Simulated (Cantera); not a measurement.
A perfectly stirred reactor is fed with H2 : O2 = 0.013 : 1 (molar parts), equivalence ratio 0.0065, at 0.0132 atm; it is held at 1450 K, and followed from long to short residence time.

Computed with Cantera and the H2/O2 subset of GRI-Mech 3.0, which has no nitrogen chemistry. Radical loss at walls, strong at low pressure, is not modelled.

Question: What does this change do: H2 0.013 to 0.0091 parts?

Answer: 
| quantity | before | after |
|---|---|---|
| x(H2) at τ = 5.50 s | 1.41e-5 | 9.58e-6 |
| x(O2) at τ = 5.50 s | 0.985 | 0.989 |
| x(H) at τ = 5.50 s | 2.59e-5 | 1.83e-5 |
| x(H2O) at τ = 5.50 s | 0.0125 | 0.00873 |
| x(H2O2) at τ = 5.50 s | 4.58e-9 | 3.34e-9 |
| x(H2) at τ = 0.140 s | 9.28e-5 | 6.67e-5 |
| x(O2) at τ = 0.140 s | 0.978 | 0.984 |
| x(H) at τ = 0.140 s | 0.000289 | 0.000163 |
| x(H2O) at τ = 0.140 s | 0.0118 | 0.00825 |
| x(H2O2) at τ = 0.140 s | 9.70e-9 | 6.81e-9 |
